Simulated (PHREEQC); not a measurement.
Solution (25 °C): 0.0091 mol NH4HF2, 0.0033 mol (NH4)2SiF6 and 0.00024 mol H3AsO4 per kg of water. Closed to the air; pH follows from the charge balance.

The numbers come from PHREEQC with the ion-association model, wateq4f.dat.

The pH is 3.18, the ionic strength is 0.0197 mol/kgw and the total alkalinity is -22.5 meq/kg.

```
species  molality  activity   log γ
-------  --------  --------  ------
NH4+       0.0157    0.0137  -0.060
F-        0.00934   0.00810  -0.062
HF        0.00796   0.00799   0.002
SiF6-2    0.00330   0.00193  -0.233
H+       0.000739  0.000658  -0.051
HF2-     0.000286  0.000249  -0.062
H2AsO4-  0.000215  0.000188  -0.060
H2F2     0.000166  0.000167   0.002
```

This is a speciation only: nothing precipitates in the calculation. Complexes and solids missing from the database can't appear. SiF6-2 is the database's only silicon fluoride.
